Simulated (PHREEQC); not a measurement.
## Ultrapure water in contact with air or piping: an equilibrium model

Model water analysis in mmol/kgw, 20 °C, pH 5.77, pe -0.8:

```tsv
constituent	mmol/kgw
Na	0.00115
K	0.000558
Ca	0.000547
Mg	0.00018
Cl	0.000349
S(6)	0.000694
Alkalinity (meq/kgw)	0.00142
Si	1.03e-06
```

Valence states are taken as typed.

Equilibrium calculation in PHREEQC: ion-association model, phreeqc.dat.

Each row changes one thing in this solution. This is a speciation only: nothing precipitates in the calculation.

```tsv
case	ionic strength (mol/kgw)	CO2 (mol/kgw)	HCO3- (mol/kgw)	HSO4- (mol/kgw)	CO3-2 (mol/kgw)	CaSO4 (mol/kgw)	SI of Quartz (SiO2)
as made	6.28e-6	1.27e-5	3.12e-6	1.02e-10	7.80e-11	6.35e-11	-4.93
all concentrations times 4 at the same typed pH	2.00e-5	3.00e-5	7.38e-6	4.06e-10	1.86e-10	9.99e-10	-4.33
temperature from 20 to 25 °C at the same typed pH	6.28e-6	1.19e-5	3.12e-6	1.13e-10	8.68e-11	6.59e-11	-5.01
pH from 5.77 to 6.27 at the same alkalinity	5.12e-6	2.51e-6	1.95e-6	3.23e-11	1.54e-10	6.36e-11	-4.93
K from 0.000558 to 0.000279 mmol/kgw	6.14e-6	1.27e-5	3.12e-6	1.02e-10	7.80e-11	6.35e-11	-4.93
```
